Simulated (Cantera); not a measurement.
Equilibrium for metals in furnace atmospheres: Ti + CO₂ + H₂

Input: 1 mol Ti, 0.11 mol CO₂, 170 mol H₂, equilibrated at 1527 °C and 0.100 bar.

Cantera equilibrium calculation (NASA polynomials, part measured and part estimated; ideal gas, pure solids and liquids). Candidate condensed phases: C, C₆H₆, C₇H₈, C₈H₁₈, H₂O, Ti, TiC, TiO, TiO₂, Ti₂O₃, Ti₃O₅, Ti₄O₇; 113 gas species. Mutual solubility and eutectic melting of coexisting phases are not modelled. TiC, TiO: taken at fixed stoichiometry. Condensed phases not in the tables: solid solutions among these carbides, nitrides and lower oxides, N, O or C dissolved in the metal. The numbers say what is thermodynamically allowed, not how fast it happens.

- x(H₂) = 0.999
- x(H) = 0.00113
- x(Ti) = 4.89e-6
- n(Ti(β)) = 0.669 mol
- n(TiC(s)) = 0.110 mol
- n(TiO(s)) = 0.220 mol
- gas amount = 170.1 mol
- log10 activity of Ti₂O₃(s) (absent) = -2.58
- log10 activity of C(graphite) (absent) = -4.68
- log10 activity of Ti₃O₅(s) (absent) = -5.79
